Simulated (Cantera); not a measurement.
Predominance diagram of Cu at 1452 °C against the partial pressures of O₂ and H₂O (log10, bar). Cantera with NASA thermochemical tables; ideal gases at 1 bar, condensed phases pure. Candidates: Cu(l), Cu₂O(l). Only these pure phases compete in this equilibrium. 

```
log p(H₂O) \ log p(O₂)
        columns: -23, -21.4, -19.7, -18.1, -16.4, -14.8, -13.1, -11.5, -9.9, -8.2, -6.6, -4.9, -3.3, -1.6, 0
      0  A A A A A A A A B B B B B C C
   -1.2  A A A A A A B B B B B B B C C
   -2.5  A A A A A B B B B B B B B C C
   -3.8  A A A B B B B B B B B B B C C
     -5  A A B B B B B B B B B B B C C
   -6.2  B B B B B B B B B B B B B C C
   -7.5  B B B B B B B B B B B B B C C
   -8.8  B B B B B B B B B B B B B C C
    -10  B B B B B B B B B B B B B C C
```

A: out of reach (another gas would pass 10 bar, or a non-metal would condense); B: Cu(l); C: Cu₂O(l).
